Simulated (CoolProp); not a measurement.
Vapour-liquid equilibrium of benzene (1) + m-xylene (2) at 240.85 °C; x and y are mole fractions of (1).

Computed with CoolProp (multi-fluid Helmholtz-energy mixture model, Thol 2012 and Zhou 2012; pair parameters Bell 2016).

Question: Give the bubble pressure and the first vapour's composition at x = 0.05, 0.2, 0.95. Is there an azeotrope?

Answer: x = 0.05: 9.274 bar, y = 0.111; x = 0.2: 11.60 bar, y = 0.365; x = 0.95: 25.27 bar, y = 0.974. No azeotrope shows between x = 0.05 and 0.95.

Pair parameters are fitted to limited data, so mixtures are less certain than the pure fluids.
